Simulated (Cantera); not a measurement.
Feed: 1 mol SiCl4, a varied amount of H2, held at 0.100 bar.

These are equilibrium values from Cantera (NASA tables, ideal gas, pure condensed phases), not measurements of a reactor. Candidate condensed phases: Si; 19 gas species. The tables' values for SiCl3 are old estimates. The numbers say what is thermodynamically allowed, not how fast it happens.

Q: What condenses at these points (T in °C, n(H2) in mol): (352, 5.5); (902, 7); (402, 2.5); (702, 4.7); (952, 5.5)?

A: 
| T (°C) | n(H2) in mol | condensed phases | Si condensed (%) |
|---|---|---|---|
| 352 | 5.5 | gas only | 0.0 |
| 902 | 7 | Si | 1.4 |
| 402 | 2.5 | gas only | 0.0 |
| 702 | 4.7 | gas only | 0.0 |
| 952 | 5.5 | gas only | 0.0 |
